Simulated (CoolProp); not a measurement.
n-perfluoropentane along the isotherm 472.4 K: Z from the reference equation and from simpler models built on Tc = 421.0 K, pc = 2.063 MPa, ω = 0.436; each cubic takes its own stable root.

Values from CoolProp's reference Helmholtz-energy equation of state, Gao 2022.

```json
[
 {"p (MPa)": "0.0316", "phase": "gas", "reference": "0.9966"},
 {"p (MPa)": "0.0492", "phase": "gas", "reference": "0.9947"},
 {"p (MPa)": "0.0767", "phase": "gas", "reference": "0.9917"},
 {"p (MPa)": "0.119", "phase": "gas", "reference": "0.9871"},
 {"p (MPa)": "0.186", "phase": "gas", "reference": "0.9797"},
 {"p (MPa)": "0.289", "phase": "gas", "reference": "0.9683"},
 {"p (MPa)": "0.451", "phase": "gas", "reference": "0.9501"},
 {"p (MPa)": "0.702", "phase": "gas", "reference": "0.9210"},
 {"p (MPa)": "1.09", "phase": "gas", "reference": "0.8742"},
 {"p (MPa)": "1.7", "phase": "gas", "reference": "0.7961"},
 {"p (MPa)": "2.65", "phase": "supercritical", "reference": "0.6661"},
 {"p (MPa)": "4.12", "phase": "supercritical", "reference": "0.4937"},
 {"p (MPa)": "6.42", "phase": "supercritical", "reference": "0.5165"},
 {"p (MPa)": "10", "phase": "supercritical", "reference": "0.6866"}
]
```

Problem. How far does each simpler model (van der Waals, Redlich-Kwong, Soave-Redlich-Kwong, Peng-Robinson) lie from the reference over these 14 states: mean and median of the absolute difference, and the worst?

Solution. 
- van der Waals: mean 4.3 %, median 0.2 %, worst +23.2 % at 472.4 K and 10 MPa
- Redlich-Kwong: mean 1.8 %, median 0.6 %, worst -7.5 % at 472.4 K and 2.65 MPa
- Soave-Redlich-Kwong: mean 2.7 %, median 0.2 %, worst +13.0 % at 472.4 K and 6.42 MPa
- Peng-Robinson: mean 1.3 %, median 0.8 %, worst +4.8 % at 472.4 K and 4.12 MPa
